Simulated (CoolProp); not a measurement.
Vapour-liquid equilibrium of R134a (1) + R124 (2) at 471 kPa; x and y are mole fractions of (1).

Model: multi-fluid Helmholtz-energy mixture model, Tillner-Roth 1994 and de Vries 1995; pair parameters Bell 2016, in CoolProp.

```csv
x,bubble temperature (K),y at the bubble point,dew temperature at overall composition x (K),liquid density (mol/L)
0.05,303.5,0.085,304.2,9.866
0.15,300.8,0.236,302.4,10.09
0.25,298.4,0.365,…,10.32
0.35,296.3,0.476,298.7,…
0.45,294.4,0.575,…,10.78
0.55,292.7,0.663,294.9,11.02
0.65,…,0.744,293.0,11.27
0.75,289.9,0.820,…,11.53
0.85,288.6,0.893,289.4,11.80
0.95,287.5,0.964,287.8,12.08
```

Fill in the missing entries.


- 0.25, dew temperature at overall composition x (K): 300.5
- 0.35, liquid density (mol/L): 10.54
- 0.45, dew temperature at overall composition x (K): 296.8
- 0.65, bubble temperature (K): 291.2
- 0.75, dew temperature at overall composition x (K): 291.1

No azeotrope shows between x = 0.05 and 0.95.

Pair parameters are fitted to limited data, so mixtures are less certain than the pure fluids.
